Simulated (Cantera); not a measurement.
Cantera run:

```python
import numpy as np
import cantera as ct

gas_names = """
    CL CL2 H HCL H2 Si SiCL SiCL2 SiCL3 SiCL4 SiH SiHCL3 SiH2 SiH2CL2 SiH3 SiH3CL SiH4 Si2 Si3
""".split()
cond_names = """
    Si(cr) Si(L)
""".split()


# ... load() reads the species with a 1 bar reference pressure and builds the phases ...
atoms = {
    'SiCl4': {'Si': 1, 'CL': 4},
    'Cl2': {'CL': 2},
    'H2': {'H': 2},
}
top_T = {}  # K; cautious upper limits of use, not melting points


# ... equilibrate(T, P, feed) seeds the gas with the atoms and calls Mixture.equilibrate('TP', solver="vcs", rtol=1e-11, max_steps=5000) ...
results = []
feed = {'SiCl4': 1, 'Cl2': 0.15, 'H2': 530}  # mol
for P in [100, 210, 460, 980, 2100, 4500, 9600, 20000, 44000, 94000, 200000]:
    for T in [800, 900, 1000, 1100, 1200, 1300, 1400, 1500, 1600]:
        mix = equilibrate(T, P, feed)
        results.append((T, P, feed, dict(zip(mix.species_names, mix.species_moles))))

for T, P, feed, n in results:
    print(f"{T:7g} {P:10.4g}  " + (" + ".join(c for c in cond_names if n.get(c, 0) > 1e-12) or "gas only"))
```

It prints:

```
    800        100  Si(cr)
    900        100  Si(cr)
   1000        100  Si(cr)
   1100        100  Si(cr)
   1200        100  Si(cr)
   1300        100  Si(cr)
   1400        100  Si(cr)
   1500        100  Si(cr)
   1600        100  Si(cr)
    800        210  Si(cr)
    900        210  Si(cr)
   1000        210  Si(cr)
   1100        210  Si(cr)
   1200        210  Si(cr)
   1300        210  Si(cr)
   1400        210  Si(cr)
   1500        210  Si(cr)
   1600        210  Si(cr)
    800        460  Si(cr)
    900        460  Si(cr)
   1000        460  Si(cr)
   1100        460  Si(cr)
   1200        460  Si(cr)
   1300        460  Si(cr)
   1400        460  Si(cr)
   1500        460  Si(cr)
   1600        460  Si(cr)
    800        980  Si(cr)
    900        980  Si(cr)
   1000        980  Si(cr)
   1100        980  Si(cr)
   1200        980  Si(cr)
   1300        980  Si(cr)
   1400        980  Si(cr)
   1500        980  Si(cr)
   1600        980  Si(cr)
    800       2100  gas only
    900       2100  Si(cr)
   1000       2100  Si(cr)
   1100       2100  Si(cr)
   1200       2100  Si(cr)
   1300       2100  Si(cr)
   1400       2100  Si(cr)
   1500       2100  Si(cr)
   1600       2100  Si(cr)
    800       4500  gas only
    900       4500  Si(cr)
   1000       4500  Si(cr)
   1100       4500  Si(cr)
   1200       4500  Si(cr)
   1300       4500  Si(cr)
   1400       4500  Si(cr)
   1500       4500  Si(cr)
   1600       4500  Si(cr)
    800       9600  gas only
    900       9600  Si(cr)
   1000       9600  Si(cr)
   1100       9600  Si(cr)
   1200       9600  Si(cr)
   1300       9600  Si(cr)
   1400       9600  Si(cr)
   1500       9600  Si(cr)
   1600       9600  Si(cr)
    800      2e+04  gas only
    900      2e+04  Si(cr)
   1000      2e+04  Si(cr)
   1100      2e+04  Si(cr)
   1200      2e+04  Si(cr)
   1300      2e+04  Si(cr)
   1400      2e+04  Si(cr)
   1500      2e+04  Si(cr)
   1600      2e+04  Si(cr)
    800    4.4e+04  gas only
    900    4.4e+04  gas only
   1000    4.4e+04  Si(cr)
   1100    4.4e+04  Si(cr)
   1200    4.4e+04  Si(cr)
   1300    4.4e+04  Si(cr)
   1400    4.4e+04  Si(cr)
   1500    4.4e+04  Si(cr)
   1600    4.4e+04  Si(cr)
    800    9.4e+04  gas only
    900    9.4e+04  gas only
   1000    9.4e+04  Si(cr)
   1100    9.4e+04  Si(cr)
   1200    9.4e+04  Si(cr)
   1300    9.4e+04  Si(cr)
   1400    9.4e+04  Si(cr)
   1500    9.4e+04  Si(cr)
   1600    9.4e+04  Si(cr)
    800      2e+05  gas only
    900      2e+05  gas only
   1000      2e+05  Si(cr)
   1100      2e+05  Si(cr)
   1200      2e+05  Si(cr)
   1300      2e+05  Si(cr)
   1400      2e+05  Si(cr)
   1500      2e+05  Si(cr)
   1600      2e+05  Si(cr)
```

Equilibrium computed with Cantera from the NASA thermochemical tables; the gas is ideal and each condensed phase is pure. The tables' values for SiCl3 are old estimates.
